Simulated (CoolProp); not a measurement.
Saturation properties of CH3F (R41) (Tc = 317.3 K, pc = 5906 kPa, ω = 0.200).

The numbers come from the reference Helmholtz-energy equation of state, Lemmon 2006 in CoolProp. It is a short technical equation, of lower accuracy than the large ones.

| T (K) | p (kPa) | vapour density (kg/m³) | enthalpy of vaporisation (kJ/kg) | liquid cp (kJ/(kg K)) | surface tension (mN/m) |
|---|---|---|---|---|---|
| 151.9 | 4.416 | 0.1197 | 541.5 | 2.074 | 22.5 |
| 160.8 | 9.893 | 0.2544 | 531.0 | 2.064 | 21.0 |
| 169.8 | 20.30 | 0.4973 | ___ | 2.058 | ___ |
| 178.7 | ___ | 0.8948 | ___ | 2.058 | 18.0 |
| 187.7 | 67.42 | 1.521 | 497.3 | 2.064 | 16.6 |
| 196.6 | 111.8 | ___ | 485.1 | 2.074 | 15.2 |
| 205.6 | 177.5 | 3.761 | 472.2 | 2.092 | 13.8 |
| 214.5 | 268.8 | 5.564 | 458.5 | 2.116 | 12.5 |
| 223.5 | 394.4 | 8.015 | 443.7 | 2.149 | 11.1 |
| 232.4 | 558.5 | 11.21 | ___ | 2.191 | 9.82 |
| 241.4 | 772.4 | 15.41 | 410.5 | 2.247 | 8.54 |
| 250.3 | 1039 | 20.77 | 391.7 | ___ | 7.32 |
| 259.3 | 1375 | 27.72 | 370.6 | ___ | 6.12 |
| 268.3 | 1785 | 36.69 | 347.1 | 2.541 | 4.96 |

Problem. What belongs in the gaps?

Solution. 
- 169.8, enthalpy of vaporisation (kJ/kg): 520.2
- 169.8, surface tension (mN/m): 19.5
- 178.7, p (kPa): 38.15
- 178.7, enthalpy of vaporisation (kJ/kg): 509.0
- 196.6, vapour density (kg/m³): 2.439
- 232.4, enthalpy of vaporisation (kJ/kg): 427.9
- 250.3, liquid cp (kJ/(kg K)): 2.318
- 259.3, liquid cp (kJ/(kg K)): 2.413

It boils at 194.8 K under 1 atm.

Surface tension comes from a separate correlation (Mulero 2012).
